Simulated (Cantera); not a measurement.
An isothermal, constant-pressure homogeneous reactor starts with NO : N2 = 1 : 3.8 (molar parts), at 2125 K and 0.0132 atm. Integrator tolerance rtol = 1e-08.

Cantera simulation using GRI-Mech 3.0 (53 species, 325 reactions); the numbers are that mechanism's predictions, not measurements. Radical loss at walls, strong at low pressure, is not modelled.

Problem. What does this change do: pressure from 0.0132 atm to 0.987 atm?

Solution. 
| quantity | before | after |
|---|---|---|
| x(NO) at 3.00 s | 0.139 (gas-phase equilibrium 0.00771) | 0.00807 (gas-phase equilibrium 0.00780) |
| x(O2) at 3.00 s | 0.0330 (gas-phase equilibrium 0.0978) | 0.0998 (gas-phase equilibrium 0.1000) |
| x(O) at 3.00 s | 0.00270 (gas-phase equilibrium 0.00450) | 0.000525 (gas-phase equilibrium 0.000525) |
| x(N2O) at 3.00 s | 6.01e-6 (gas-phase equilibrium 5.28e-8) | 4.65e-7 (gas-phase equilibrium 4.63e-7) |
| x(N2) at 3.00 s | 0.825 (gas-phase equilibrium 0.890) | 0.892 (gas-phase equilibrium 0.892) |
